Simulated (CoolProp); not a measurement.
Model: reference Helmholtz-energy equation of state, Zhou 2014, in CoolProp.

### Question
For cyclohexane, give the phase and the cp (kJ/(kg K)), speed of sound (m/s), Joule-Thomson coefficient (K/MPa) at 494 K and 1.53 bar; 505.9 K and 1.53 bar.

### Answer
- 494 K and 1.53 bar: gas; cp 2.25, speed of sound 222, Joule-Thomson coefficient 8.57
- 505.9 K and 1.53 bar: gas; cp 2.30, speed of sound 225, Joule-Thomson coefficient 7.90
